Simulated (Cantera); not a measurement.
NO annealing gas

A perfectly stirred reactor is fed with 90.9 % NO, 9.09 % N₂, at 0.0480 bar; it is held at 1675 K, and followed from long to short residence time.

Model: GRI-Mech 3.0 (53 species, 325 reactions), integrated in Cantera. Radical loss at walls, strong at low pressure, is not modelled.

```csv
τ (s),x NO,x NO₂,x O,x N₂,x N₂O,x O₂
9.0,0.861,0.000212,3.16e-5,0.115,0.000249,0.0240
1.7,0.899,0.000126,2.15e-5,0.0955,0.000266,0.00465
0.32,0.907,9.32e-5,1.76e-5,0.0916,0.000219,0.000758
0.060,0.909,6.22e-5,1.36e-5,0.0910,0.000106,8.17e-5
0.011,0.909,1.95e-5,8.29e-6,0.0909,2.75e-5,3.53e-6
0.0021,0.909,2.26e-6,3.58e-6,0.0909,5.68e-6,1.02e-7
0.00040,0.909,1.26e-7,9.80e-7,0.0909,1.10e-6,4.06e-9
```
x: mole fraction; the columns are a selection and need not sum to one.
